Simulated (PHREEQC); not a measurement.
**Nickel, zinc or cadmium bath: speciation**

Consider water at 25 °C with 0.01 mol CdSO4, 0.014 mol Na2SO4 and 0.047 mol FeSO4 per kg of water. Closed to the air; pH follows from the charge balance.

The numbers come from PHREEQC with the ion-association model, phreeqc.dat.

No solid was allowed to form.

Problem. What pH, density does the model give?

Solution. pH 5.94; density 1.008 g/cm³.

Problem. In which forms is Fe present?

Solution. Fe+2 56 %, FeSO4 44 % of the Fe.

Complexes and solids missing from the database can't appear.
